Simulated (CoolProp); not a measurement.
The numbers come from the reference Helmholtz-energy equation of state, Platzer 1990 in CoolProp. This equation is an older, rougher fit; its heat capacities, sound speeds and derivatives of the liquid may be far off and weren't checked against measurements.

### Question
Give the vapour pressure (MPa), liquid density (kg/m³), surface tension (mN/m), liquid viscosity (µPa s) of saturated R13 at -70.15, -35.65, -24.15 °C.

### Answer
```json
[
 {"T (°C)": "-70.15", "p (MPa)": "0.178", "liquid density (kg/m³)": "1480", "surface tension (mN/m)": "12.3", "liquid viscosity (µPa s)": "263"},
 {"T (°C)": "-35.65", "p (MPa)": "0.699", "liquid density (kg/m³)": "1330", "surface tension (mN/m)": "7.11", "liquid viscosity (µPa s)": "163"},
 {"T (°C)": "-24.15", "p (MPa)": "1.01", "liquid density (kg/m³)": "1270", "surface tension (mN/m)": "5.54", "liquid viscosity (µPa s)": "139"}
]
```

Viscosity comes from a separate model (Huber 2003), an estimate that may be off by 10 % or more. Surface tension comes from a separate correlation (Mulero 2012).
